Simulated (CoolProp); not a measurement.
Properties of methane along the isotherm 238.7 K.

Computed with CoolProp (reference Helmholtz-energy equation of state, Setzmann 1991).

```csv
p (MPa),phase,density (kg/m³),isothermal compressibility (1/MPa),conductivity (mW/(m K)),Prandtl number,fugacity coefficient
0.0727,gas,0.5892,13.79,26.4,0.745,0.9973
0.107,gas,0.8683,9.383,26.4,0.746,0.9961
0.157,gas,1.276,6.406,26.5,0.747,0.9943
0.23,gas,1.875,4.385,26.5,0.748,0.9916
0.338,gas,2.767,2.996,26.6,0.751,0.9877
0.495,gas,4.076,2.058,26.7,0.755,0.9820
0.727,gas,6.039,1.414,27.0,0.761,0.9736
1.07,gas,9.008,0.9739,27.3,0.770,0.9613
1.57,gas,13.48,0.6776,27.8,0.786,0.9435
2.3,gas,20.36,0.4776,28.6,0.813,0.9179
3.38,gas,31.40,0.3422,30.0,0.863,0.8809
4.95,supercritical,49.67,0.2537,32.8,0.964,0.8287
7.27,supercritical,82.82,0.1940,39.1,1.18,0.7558
10.7,supercritical,143.6,0.1237,53.5,1.52,0.6610
15.7,supercritical,211.4,0.04515,69.7,1.49,0.5646
23,supercritical,259.3,0.01780,84.9,1.36,0.4942
```

Viscosity comes from a separate model (Quiñones-Cisneros 2006). Thermal conductivity comes from a separate model (Friend 1989).
